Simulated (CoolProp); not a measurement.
Vapour-liquid equilibrium of ethanol (1) + dimethyl carbonate (2) at 0.405 MPa; x and y are mole fractions of (1).

Model: multi-fluid Helmholtz-energy mixture model, Schroeder 2014 and Zhou 2011; pair parameters Bell 2016, in CoolProp.

**Question.** Give the bubble temperature and the first vapour's composition at x = 0.25, 0.45, 0.55. Is there an azeotrope?

**Answer.** x = 0.25: 123.3 °C, y = 0.470; x = 0.45: 118.8 °C, y = 0.609; x = 0.55: 117.6 °C, y = 0.659. y crosses x between x = 0.75 and 0.85: the model has an azeotrope there.

The pair parameters rest on a limited set of measurements; away from them the model extrapolates.
